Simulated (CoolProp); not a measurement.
R410A along the isotherm 367.7 K: Z from the reference equation and from simpler models built on Tc = 344.5 K, pc = 49.01 bar, ω = 0.296; each cubic takes its own stable root.

Computed with CoolProp (reference Helmholtz-energy equation of state, Lemmon 2003). It is a pseudo-pure fit of the blend.

```
p (bar)  phase  reference  Pitzer virial  van der Waals  Redlich-Kwong  Peng-Robinson
-------  -----  ---------  -------------  -------------  -------------  -------------
2.72       gas     0.9836         0.9847         0.9858         0.9842         0.9828
5.45       gas          ?         0.9693              ?         0.9681         0.9654
8.17       gas     0.9498         0.9540         0.9563              ?         0.9478
10.9       gas     0.9325         0.9386              ?         0.9349         0.9299
13.6       gas     0.9150         0.9234         0.9254         0.9180         0.9119
16.3       gas     0.8972         0.9082              ?         0.9007              ?
19.1       gas     0.8784         0.8924         0.8922         0.8823         0.8743
21.8       gas     0.8599         0.8772         0.8751         0.8642         0.8554
24.5       gas     0.8409         0.8619         0.8574         0.8455         0.8361
```

Task: Fill in the missing entries.

Result: 
- 5.45, reference: 0.9668
- 5.45, van der Waals: 0.9712
- 8.17, Redlich-Kwong: 0.9517
- 10.9, van der Waals: 0.9409
- 16.3, van der Waals: 0.9093
- 16.3, Peng-Robinson: 0.8936
